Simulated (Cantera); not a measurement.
A perfectly stirred reactor is fed with H2 : O2 = 0.063 : 1 (molar parts), equivalence ratio 0.032, at 0.0355 atm; it is held at 1225 K, and followed from long to short residence time.

Model: GRI-Mech 3.0 (53 species, 325 reactions), integrated in Cantera. Radical loss at walls, strong at low pressure, is not modelled. The temperature is held fixed by assumption; the heat of reaction is taken as removed at once.

x: mole fraction; the columns are a selection and need not sum to one.

```csv
τ (s),x H2,x O2,x O,x H2O,x H2O2
1.7,…,0.938,0.000680,0.0606,1.09e-7
0.83,…,0.937,0.00109,0.0605,1.34e-7
0.41,…,0.937,0.00172,0.0603,1.61e-7
0.20,…,0.936,0.00272,0.0600,1.90e-7
0.10,…,0.934,0.00418,0.0595,2.20e-7
0.050,…,0.932,0.00631,0.0588,2.51e-7
0.025,…,0.928,0.00927,0.0578,2.81e-7
0.012,…,0.923,0.0134,0.0563,3.14e-7
0.0060,…,0.918,0.0178,0.0543,3.47e-7
0.0030,…,0.913,0.0219,0.0516,3.88e-7
0.0015,…,0.909,0.0245,0.0481,4.45e-7
```

Problem. Complete the blanks.

Solution. 
- 1.7, x H2: 7.58e-5
- 0.83, x H2: 0.000117
- 0.41, x H2: 0.000179
- 0.20, x H2: 0.000275
- 0.10, x H2: 0.000412
- 0.050, x H2: 0.000617
- 0.025, x H2: 0.000920
- 0.012, x H2: 0.00140
- 0.0060, x H2: 0.00210
- 0.0030, x H2: 0.00320
- 0.0015, x H2: 0.00498
